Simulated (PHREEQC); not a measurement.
## Geothermal or formation water

Model water analysis in mmol/kgw, 40 °C, pH 6.02:

| constituent | mmol/kgw |
|---|---|
| Na | 162 |
| K | 0.344 |
| Ca | 7.8 |
| Mg | 26.7 |
| Cl | 219 |
| S(6) | 2.49 |
| Alkalinity (meq/kgw) | 12.4 |
| B | 0.289 |

Valence states are taken as typed.

Model: Pitzer model, pitzer.dat, run in PHREEQC.

```yaml
ionic_strength: 0.271 mol/kgw
activity_of_water: 0.993
specific_conductance: 29600 µS/cm
density: 1.002 g/cm³
osmotic_coefficient: 0.908
charge_balance_error: -1.1 %
```

```
species  molality  activity   log γ
-------  --------  --------  ------
Cl-         0.219     0.151  -0.160
Na+         0.162     0.119  -0.132
Mg+2       0.0267   0.00762  -0.545
CO2        0.0159    0.0165   0.016
HCO3-      0.0124   0.00887  -0.145
Ca+2      0.00780   0.00218  -0.554
SO4-2     0.00249  0.000374  -0.823
K+       0.000344  0.000244  -0.150
B(OH)3   0.000289  0.000291   0.004
MgCO3     4.38e-6   4.38e-6   0.000
CO3-2     3.51e-6   5.44e-7  -0.810
H+        1.25e-6   9.55e-7  -0.116
B(OH)4-   3.04e-7   1.75e-7  -0.241
```

Precipitation was switched off in this run. Constants without temperature data keep their 25 °C values here.
